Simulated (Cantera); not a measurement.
Stirred combustor or abatement burner

A perfectly stirred reactor is fed with CH4 : H2 : O2 : N2 = 1 : 0.048 : 4.82 : 16.9 (molar parts), at 2.57 atm; it is adiabatic with a 698 K inlet, and is followed from long to short residence time, starting on the burning branch (τ in s: 0.39, 0.15, 0.059, 0.023, 0.0089, 0.0035, 0.0014, 0.00053, 0.00021, 8e-05, 3.1e-05, 1.2e-05).

Cantera simulation using GRI-Mech 3.0 (53 species, 325 reactions); the numbers are that mechanism's predictions, not measurements.

```tsv
τ (s)	T (K)	x CH4	x H2	x O2	x N2O	x HO2
0.39	1698	3.53e-6	7.40e-6	0.123	3.54e-7	8.24e-7
0.15	1697	7.12e-6	1.24e-5	0.123	5.28e-7	1.19e-6
0.059	1696	1.35e-5	2.20e-5	0.123	8.11e-7	1.92e-6
0.023	1693	2.52e-5	4.07e-5	0.123	1.20e-6	3.35e-6
0.0089	1688	4.71e-5	7.66e-5	0.123	1.59e-6	6.08e-6
0.0035	1680	8.74e-5	0.000143	0.123	1.77e-6	1.10e-5
0.0014	1664	0.000165	0.000266	0.124	1.67e-6	1.98e-5
0.00053	1634	0.000349	0.000515	0.126	1.32e-6	3.75e-5
0.00021	1563	0.000991	0.00111	0.130	7.72e-7	7.97e-5
8.0e-5	698	0.0439	0.00211	0.212	<1e-12	<1e-12
3.1e-5	698	0.0439	0.00211	0.212	<1e-12	<1e-12
1.2e-5	698	0.0439	0.00211	0.212	<1e-12	<1e-12
```
x: mole fraction; the columns are a selection and need not sum to one.
